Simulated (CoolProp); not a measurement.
The fluid at 298.15 K and 0.289 MPa (stagnation) flows isentropically through a choked orifice. The same conditions are run with several fluids, on thermodynamics alone (safety and materials aside).

Values from CoolProp's reference Helmholtz-energy equation of state of each fluid (propylene: Lemmon 2013; chlorine: Thol 2021; nitrogen: Span 2000; fluorine: de Reuck 1990; CF4 (R14): Platzer 1990). The equations of Platzer and Polt are older, rougher fits.

| fluid | throat to inlet pressure ratio | mass flux (kg/(m² s)) | throat temperature (K) |
|---|---|---|---|
| propylene | 0.576 | 773 | 276.2 |
| chlorine | 0.540 | 1060 | … |
| nitrogen | … | 666 | 248.4 |
| fluorine | … | 770 | 251.5 |
| CF4 (R14) | 0.571 | … | … |

**Question.** Fill in the missing entries.

**Answer.** 
- chlorine, throat temperature (K): 255.3
- nitrogen, throat to inlet pressure ratio: 0.528
- fluorine, throat to inlet pressure ratio: 0.532
- CF4 (R14), mass flux (kg/(m² s)): 1110
- CF4 (R14), throat temperature (K): 275.4
